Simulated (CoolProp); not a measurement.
1-butene along the isobar 3490 kPa: Z from the reference equation and from simpler models built on Tc = 419.3 K, pc = 4006 kPa, ω = 0.192; each cubic takes its own stable root.

Computed with CoolProp (reference Helmholtz-energy equation of state, Lemmon 2005). It is a short technical equation, of lower accuracy than the large ones.

```json
[
 {"T (K)": "422.1", "phase": "gas", "reference": "0.5824"},
 {"T (K)": "433.5", "phase": "gas", "reference": "0.6464"},
 {"T (K)": "445", "phase": "gas", "reference": "0.6923"},
 {"T (K)": "456.4", "phase": "gas", "reference": "0.7279"},
 {"T (K)": "467.8", "phase": "gas", "reference": "0.7569"},
 {"T (K)": "479.3", "phase": "gas", "reference": "0.7815"},
 {"T (K)": "490.7", "phase": "gas", "reference": "0.8024"},
 {"T (K)": "502.1", "phase": "gas", "reference": "0.8205"},
 {"T (K)": "513.6", "phase": "gas", "reference": "0.8366"},
 {"T (K)": "525", "phase": "gas", "reference": "0.8507"}
]
```

How far does each simpler model (Pitzer virial, van der Waals, Redlich-Kwong, Soave-Redlich-Kwong) lie from the reference over these 10 states: mean and median of the absolute difference, and the worst?


- Pitzer virial: mean 6.6 %, median 4.2 %, worst +21.2 % at 422.1 K and 3490 kPa
- van der Waals: mean 2.3 %, median 1.4 %, worst +8.8 % at 422.1 K and 3490 kPa
- Redlich-Kwong: mean 1.0 %, median 0.8 %, worst +3.1 % at 422.1 K and 3490 kPa
- Soave-Redlich-Kwong: mean 1.9 %, median 1.6 %, worst +3.5 % at 422.1 K and 3490 kPa
